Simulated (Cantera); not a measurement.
**Adiabatic ignition**

An adiabatic, constant-volume homogeneous reactor starts with CH4 : O2 : N2 = 1 : 2.63 : 9.89 (molar parts), equivalence ratio 0.76, at 1775 K and 48000 Pa.

Computed with Cantera and GRI-Mech 3.0 (53 species, 325 reactions).

```json
[
 {"t (s)": "2.00e-6", "T (K)": "1775", "P (bar)": "0.480", "x CH4": "0.0740", "x O2": "0.195", "x H2": "1.06e-6", "x HO2": "8.69e-7", "x HCO": "3.02e-12", "x CH2": "1.53e-11"},
 {"t (s)": "4.55e-6", "T (K)": "1775", "P (bar)": "0.480", "x CH4": "0.0739", "x O2": "0.195", "x H2": "2.82e-6", "x HO2": "1.96e-6", "x HCO": "2.20e-11", "x CH2": "6.59e-11"},
 {"t (s)": "1.04e-5", "T (K)": "1775", "P (bar)": "0.480", "x CH4": "0.0739", "x O2": "0.195", "x H2": "7.04e-6", "x HO2": "4.36e-6", "x HCO": "1.52e-10", "x CH2": "2.43e-10"},
 {"t (s)": "2.36e-5", "T (K)": "1775", "P (bar)": "0.480", "x CH4": "0.0739", "x O2": "0.194", "x H2": "1.80e-5", "x HO2": "9.40e-6", "x HCO": "1.15e-9", "x CH2": "1.11e-9"},
 {"t (s)": "5.37e-5", "T (K)": "1774", "P (bar)": "0.480", "x CH4": "0.0736", "x O2": "0.194", "x H2": "5.50e-5", "x HO2": "1.89e-5", "x HCO": "1.20e-8", "x CH2": "7.65e-9"},
 {"t (s)": "0.000122", "T (K)": "1776", "P (bar)": "0.481", "x CH4": "0.0721", "x O2": "0.194", "x H2": "0.000344", "x HO2": "4.54e-5", "x HCO": "2.91e-7", "x CH2": "1.26e-7"},
 {"t (s)": "0.000278", "T (K)": "2667", "P (bar)": "0.765", "x CH4": "<1e-12", "x O2": "0.0560", "x H2": "0.0157", "x HO2": "6.77e-6", "x HCO": "3.33e-8", "x CH2": "<1e-12"},
 {"t (s)": "0.000632", "T (K)": "2826", "P (bar)": "0.802", "x CH4": "<1e-12", "x O2": "0.0529", "x H2": "0.0131", "x HO2": "1.05e-5", "x HCO": "2.81e-8", "x CH2": "<1e-12"},
 {"t (s)": "0.00144", "T (K)": "2824", "P (bar)": "0.800", "x CH4": "<1e-12", "x O2": "0.0500", "x H2": "0.0131", "x HO2": "1.01e-5", "x HCO": "2.76e-8", "x CH2": "<1e-12"},
 {"t (s)": "0.00328", "T (K)": "2820", "P (bar)": "0.799", "x CH4": "<1e-12", "x O2": "0.0480", "x H2": "0.0132", "x HO2": "9.76e-6", "x HCO": "2.73e-8", "x CH2": "<1e-12"},
 {"t (s)": "0.00746", "T (K)": "2819", "P (bar)": "0.798", "x CH4": "<1e-12", "x O2": "0.0477", "x H2": "0.0132", "x HO2": "9.70e-6", "x HCO": "2.73e-8", "x CH2": "<1e-12"},
 {"t (s)": "0.0170", "T (K)": "2819", "P (bar)": "0.798", "x CH4": "<1e-12", "x O2": "0.0477", "x H2": "0.0132", "x HO2": "9.70e-6", "x HCO": "2.73e-8", "x CH2": "<1e-12"},
 {"t (s)": "0.0386", "T (K)": "2819", "P (bar)": "0.798", "x CH4": "<1e-12", "x O2": "0.0477", "x H2": "0.0132", "x HO2": "9.70e-6", "x HCO": "2.73e-8", "x CH2": "<1e-12"},
 {"t (s)": "0.0879", "T (K)": "2819", "P (bar)": "0.798", "x CH4": "<1e-12", "x O2": "0.0477", "x H2": "0.0132", "x HO2": "9.70e-6", "x HCO": "2.73e-8", "x CH2": "<1e-12"},
 {"t (s)": "0.200", "T (K)": "2819", "P (bar)": "0.798", "x CH4": "<1e-12", "x O2": "0.0477", "x H2": "0.0132", "x HO2": "9.70e-6", "x HCO": "2.73e-8", "x CH2": "<1e-12"}
]
```
x: mole fraction; the columns are a selection and need not sum to one.

time of steepest temperature rise: 0.241 ms
temperature at 0.200 s: 2819 K
equilibrium temperature: 2819 K
x(CH4) at 0.200 s: <1e-12 (gas-phase equilibrium <1e-12)
x(O2) at 0.200 s: 0.0477 (gas-phase equilibrium 0.0477)
x(H2) at 0.200 s: 0.0132 (gas-phase equilibrium 0.0132)
